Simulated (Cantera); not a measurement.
Charge: 1 mol V, 1.6 mol NH₃, held at 1275 K and 43.0 Pa.

Equilibrium computed with Cantera from the NASA thermochemical tables; the gas is ideal and each condensed phase is pure. Candidate condensed phases: V, VN; 11 gas species. VN: taken at fixed stoichiometry. Condensed phases not in the tables: V₂N. Kinetics and transport are ignored.

Base state: H₂ 0.889, N₂ 0.111, H 3.35e-5 (mole fractions); condensed: VN(s).

### Question
What changes in the equilibrium state with this change: V replaced by Zr?

### Answer
| species | before | after |
|---|---|---|
| H₂ | 0.889 | 0.889 |
| N₂ | 0.111 | 0.111 |
| H | 3.35e-5 | 3.35e-5 |
| VN(s), mol | 1.00 | 0 |
| ZrN(s), mol | 0 | 1.00 |
ZrN: taken at fixed stoichiometry. Further candidate phases: Zr, ZrN.
